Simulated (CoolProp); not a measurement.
Methanol along the isotherm 620 K: fugacity coefficient from the reference equation and from simpler models built on Tc = 513.4 K, pc = 82.16 bar, ω = 0.565; each cubic takes its own stable root.

Computed with CoolProp (reference Helmholtz-energy equation of state, de Reuck 1993).

| p (bar) | phase | reference | Redlich-Kwong | Soave-Redlich-Kwong | Peng-Robinson |
|---|---|---|---|---|---|
| 103 | supercritical | … | 0.7743 | 0.8292 | 0.8008 |
| 205 | supercritical | 0.6521 | 0.6027 | … | 0.6621 |
| 308 | supercritical | 0.5431 | 0.5102 | 0.6275 | 0.5798 |
| 411 | supercritical | 0.4786 | 0.4652 | 0.5893 | 0.5354 |
| 513 | supercritical | 0.4406 | 0.4437 | 0.5733 | 0.5127 |
| 616 | supercritical | … | 0.4354 | 0.5709 | 0.5029 |
| 719 | supercritical | 0.4035 | 0.4359 | 0.5782 | 0.5020 |
| 822 | supercritical | 0.3963 | 0.4427 | 0.5928 | 0.5075 |

**Question.** What belongs in the gaps?

**Answer.** 
- 103, reference: 0.8047
- 205, Soave-Redlich-Kwong: 0.7030
- 616, reference: 0.4173
